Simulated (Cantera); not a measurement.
An adiabatic, constant-pressure homogeneous reactor starts with 12.5 % CH4, 17.9 % O2, 67.2 % N2, 2.38 % H2O, equivalence ratio 1.4, at 1725 K and 5.00 bar.

Cantera simulation using GRI-Mech 3.0 (53 species, 325 reactions); the numbers are that mechanism's predictions, not measurements.

Predict: time of steepest temperature rise; temperature at 3.00 s; equilibrium temperature; x(O2) at 3.00 s; x(H2O) at 3.00 s; x(H2O2) at 3.00 s.


```
Quantity                                                             Value
---------------------------------  ---------------------------------------
time of steepest temperature rise                                  55.0 µs
temperature at 3.00 s                                               2918 K
equilibrium temperature                                             2918 K
x(O2) at 3.00 s                    0.00210 (gas-phase equilibrium 0.00210)
x(H2O) at 3.00 s                       0.179 (gas-phase equilibrium 0.179)
x(H2O2) at 3.00 s                  2.80e-7 (gas-phase equilibrium 2.80e-7)
```
